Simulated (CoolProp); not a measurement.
A closed Brayton cycle with carbon dioxide: compressor inlet 313.15 K and 8.7 MPa, high pressure 27.3 MPa, turbine inlet 750 K, compressor efficiency 0.8, turbine efficiency 0.85, recuperator effectiveness 0.95 (on enthalpy, no pinch check). Each further row changes one setting.

Computed with CoolProp (reference Helmholtz-energy equation of state, Span 1996).

```tsv
case	thermal efficiency (%)	net work (kJ/kg)	compressor to turbine work	compressor exit (K)	turbine exit (K)
as stated	(withheld)	81.0	0.35	378.5	627.4
turbine inlet 700 K	29.6	70.8	0.38	378.5	581.6
compressor inlet 323.15 K	28.8	64.7	(withheld)	415.3	627.4
high pressure 23.2 MPa	31.5	73.3	(withheld)	(withheld)	644.5
recuperator effectiveness 0.5	(withheld)	81.0	0.35	378.5	627.4
```

Fill in the missing entries.


- as stated, thermal efficiency (%): 32.1
- compressor inlet 323.15 K, compressor to turbine work: 0.48
- high pressure 23.2 MPa, compressor to turbine work: 0.33
- high pressure 23.2 MPa, compressor exit (K): 368.7
- recuperator effectiveness 0.5, thermal efficiency (%): 21.1
